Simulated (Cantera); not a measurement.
Input: 1 mol N₂O, 0.44 mol O₂, 2.8 mol N₂, 0.14 mol H₂O, at 2650 K and 23000 Pa.

Method: chemical equilibrium by Gibbs-energy minimisation in Cantera with the NASA 1993 tables (ideal gas, pure condensed phases). Candidate condensed phases: H₂O; 24 gas species. Rates play no part.

Base state: N₂ 0.752, O₂ 0.162, NO 0.0253, O 0.0245, H₂O 0.0188, OH 0.0132, H 0.00331, H₂ 0.00115 (mole fractions); condensed: gas only.

**Question.** What changes in the equilibrium state with this change: N₂O replaced by NF₃?

**Answer.** 
```tsv
species	before	after
N₂	0.752	0.475
F	0	0.396
O₂	0.162	0.0607
HF	0	0.0408
H₂O	0.0188	9.24e-9
OH	0.0132	7.24e-6
NO	0.0253	0.0123
O	0.0245	0.0150
H₂	0.00115	<1e-9
FO	0	3.33e-5
F₂	0	1.38e-5
```
